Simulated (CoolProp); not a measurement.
Values from CoolProp's reference Helmholtz-energy equation of state, de Vries 1995.

Give the vapour pressure (MPa), enthalpy of vaporisation (kJ/kg), vapour Z, liquid viscosity (µPa s) of saturated R124 at -10.45, 43.15 °C.


```json
[
 {"T (°C)": "-10.45", "p (MPa)": "0.108", "enthalpy of vaporisation (kJ/kg)": "165", "vapour Z": "0.955", "liquid viscosity (µPa s)": "388"},
 {"T (°C)": "43.15", "p (MPa)": "0.647", "enthalpy of vaporisation (kJ/kg)": "135", "vapour Z": "0.844", "liquid viscosity (µPa s)": "200"}
]
```

Viscosity comes from a separate model (Bell 2016), an estimate that may be off by 10 % or more.
